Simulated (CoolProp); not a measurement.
Properties of isopentane along the isotherm 193.35 °C.

The numbers come from the reference Helmholtz-energy equation of state, Lemmon 2006 in CoolProp. It is a short technical equation, of lower accuracy than the large ones.

```json
[
 {"p (bar)": "0.267", "phase": "gas", "Z": "0.9974", "cv (kJ/(kg K))": "2.290", "Joule-Thomson coefficient (K/MPa)": "7.161", "isothermal compressibility (1/MPa)": "37.55", "fugacity coefficient": "0.9974"},
 {"p (bar)": "0.431", "phase": "gas", "Z": "0.9958", "cv (kJ/(kg K))": "2.291", "Joule-Thomson coefficient (K/MPa)": "7.178", "isothermal compressibility (1/MPa)": "23.30", "fugacity coefficient": "0.9958"},
 {"p (bar)": "0.697", "phase": "gas", "Z": "0.9932", "cv (kJ/(kg K))": "2.291", "Joule-Thomson coefficient (K/MPa)": "7.205", "isothermal compressibility (1/MPa)": "14.45", "fugacity coefficient": "0.9932"},
 {"p (bar)": "1.13", "phase": "gas", "Z": "0.9889", "cv (kJ/(kg K))": "2.293", "Joule-Thomson coefficient (K/MPa)": "7.251", "isothermal compressibility (1/MPa)": "8.949", "fugacity coefficient": "0.9890"},
 {"p (bar)": "1.82", "phase": "gas", "Z": "0.9821", "cv (kJ/(kg K))": "2.295", "Joule-Thomson coefficient (K/MPa)": "7.324", "isothermal compressibility (1/MPa)": "5.596", "fugacity coefficient": "0.9824"},
 {"p (bar)": "2.94", "phase": "gas", "Z": "0.9709", "cv (kJ/(kg K))": "2.298", "Joule-Thomson coefficient (K/MPa)": "7.447", "isothermal compressibility (1/MPa)": "3.506", "fugacity coefficient": "0.9716"},
 {"p (bar)": "4.75", "phase": "gas", "Z": "0.9523", "cv (kJ/(kg K))": "2.303", "Joule-Thomson coefficient (K/MPa)": "7.658", "isothermal compressibility (1/MPa)": "___", "fugacity coefficient": "0.9542"},
 {"p (bar)": "7.67", "phase": "gas", "Z": "0.9212", "cv (kJ/(kg K))": "2.313", "Joule-Thomson coefficient (K/MPa)": "8.034", "isothermal compressibility (1/MPa)": "___", "fugacity coefficient": "0.9263"},
 {"p (bar)": "12.4", "phase": "gas", "Z": "0.8675", "cv (kJ/(kg K))": "2.330", "Joule-Thomson coefficient (K/MPa)": "8.758", "isothermal compressibility (1/MPa)": "0.9435", "fugacity coefficient": "___"},
 {"p (bar)": "20", "phase": "gas", "Z": "0.7689", "cv (kJ/(kg K))": "2.366", "Joule-Thomson coefficient (K/MPa)": "10.38", "isothermal compressibility (1/MPa)": "0.6857", "fugacity coefficient": "0.8103"},
 {"p (bar)": "32.4", "phase": "gas", "Z": "0.5347", "cv (kJ/(kg K))": "2.486", "Joule-Thomson coefficient (K/MPa)": "16.24", "isothermal compressibility (1/MPa)": "___", "fugacity coefficient": "0.6922"},
 {"p (bar)": "52.3", "phase": "supercritical", "Z": "0.2581", "cv (kJ/(kg K))": "2.438", "Joule-Thomson coefficient (K/MPa)": "2.043", "isothermal compressibility (1/MPa)": "___", "fugacity coefficient": "0.4947"},
 {"p (bar)": "84.5", "phase": "supercritical", "Z": "0.3715", "cv (kJ/(kg K))": "2.407", "Joule-Thomson coefficient (K/MPa)": "___", "isothermal compressibility (1/MPa)": "0.02243", "fugacity coefficient": "___"}
]
```

Question: Complete the blanks.

Answer: 
- 4.75, isothermal compressibility (1/MPa): 2.214
- 7.67, isothermal compressibility (1/MPa): 1.422
- 12.4, fugacity coefficient: 0.8815
- 32.4, isothermal compressibility (1/MPa): 0.8371
- 52.3, isothermal compressibility (1/MPa): 0.06419
- 84.5, Joule-Thomson coefficient (K/MPa): 0.6866
- 84.5, fugacity coefficient: 0.3552
